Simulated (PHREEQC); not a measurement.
Consider water at 47 °C with 180 mmol/kgw MgCl2 and 0.034 mmol/kgw CO2. Closed to the air; pH follows from the charge balance.

The numbers come from PHREEQC with the ion-association model, phreeqc.dat.

Each row changes one thing in this solution. Precipitation was switched off in this run.

| case | pH | ionic strength (mol/kgw) | CO2 (mol/kgw) | HCO3- (mol/kgw) | CO3-2 (mol/kgw) |
|---|---|---|---|---|---|
| as made | 5.25 | 0.540 | 2.69e-5 | 4.12e-6 | 1.54e-10 |
| MgCl2 left out | ? | 3.95e-6 | 3.01e-5 | 3.94e-6 | 6.55e-11 |
| diluted 10-fold with water | 5.91 | 0.0540 | 2.16e-6 | 1.11e-6 | 1.06e-10 |
| MgCl2 from 0.18 to 0.09 mol/kgw | ? | 0.270 | 2.79e-5 | 4.35e-6 | 1.56e-10 |
| diluted 2-fold with water | ? | 0.270 | 1.29e-5 | 2.91e-6 | 1.51e-10 |
| temperature from 47 to 70 °C | ? | 0.540 | 2.72e-5 | 3.68e-6 | 1.51e-10 |
| MgCl2 from 0.18 to 0.162 mol/kgw | ? | 0.486 | 2.71e-5 | 4.17e-6 | 1.56e-10 |

Task: What belongs in the gaps?

Result: 
- MgCl2 left out, pH: 5.40
- MgCl2 from 0.18 to 0.09 mol/kgw, pH: 5.31
- diluted 2-fold with water, pH: 5.47
- temperature from 47 to 70 °C, pH: 5.21
- MgCl2 from 0.18 to 0.162 mol/kgw, pH: 5.26

Constants without temperature data keep their 25 °C values here.
